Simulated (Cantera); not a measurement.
A freely propagating, adiabatic, planar premixed flame of C2H4 : O2 : N2 : H2O = 1 : 3.37 : 14.2 : 1.2 (molar parts), equivalence ratio 0.89, unburnt at 450 K and 1.00 atm; mixture-averaged transport, grid criteria slope 0.08 and curve 0.16, no radiation.

Computed with Cantera and GRI-Mech 3.0 (53 species, 325 reactions). GRI-Mech 3.0 was tuned for natural gas; its chemistry of ethylene as a main component is partial and can be far from experiment. Burning velocities carry a grid error of a few per cent, more on coarse grids.

**Question.** How do the results move with these cheaper or finer settings: unity-Lewis-number transport; multicomponent transport; multicomponent+Soret transport; grid criteria slope 0.5, curve 1; grid criteria slope 0.25, curve 0.5; grid criteria slope 0.03, curve 0.06?

**Answer.** 
```json
[
 {"setting": "as above", "laminar burning velocity": "103 cm/s", "thermal thickness": "0.318 mm", "peak x(C2H2)": "0.00105", "peak x(H2O2)": "0.000141", "grid points": "152"},
 {"setting": "unity-Lewis-number transport", "laminar burning velocity": "76.9 cm/s", "thermal thickness": "0.353 mm", "peak x(C2H2)": "0.000763", "peak x(H2O2)": "0.000124", "grid points": "140"},
 {"setting": "multicomponent transport", "laminar burning velocity": "103 cm/s", "thermal thickness": "0.323 mm", "peak x(C2H2)": "0.00106", "peak x(H2O2)": "0.000142", "grid points": "152"},
 {"setting": "multicomponent+Soret transport", "laminar burning velocity": "102 cm/s", "thermal thickness": "0.323 mm", "peak x(C2H2)": "0.00104", "peak x(H2O2)": "0.000150", "grid points": "152"},
 {"setting": "grid criteria slope 0.5, curve 1", "laminar burning velocity": "112 cm/s", "thermal thickness": "0.364 mm", "peak x(C2H2)": "0.00107", "peak x(H2O2)": "0.000189", "grid points": "38"},
 {"setting": "grid criteria slope 0.25, curve 0.5", "laminar burning velocity": "106 cm/s", "thermal thickness": "0.336 mm", "peak x(C2H2)": "0.00105", "peak x(H2O2)": "0.000155", "grid points": "63"},
 {"setting": "grid criteria slope 0.03, curve 0.06", "laminar burning velocity": "101 cm/s", "thermal thickness": "0.315 mm", "peak x(C2H2)": "0.00105", "peak x(H2O2)": "0.000138", "grid points": "319"}
]
```
The base run took about 3 core-seconds (a rough figure).
Unity Lewis numbers drop preferential diffusion, which matters most where H2 and H carry the flame; Soret adds thermal diffusion.
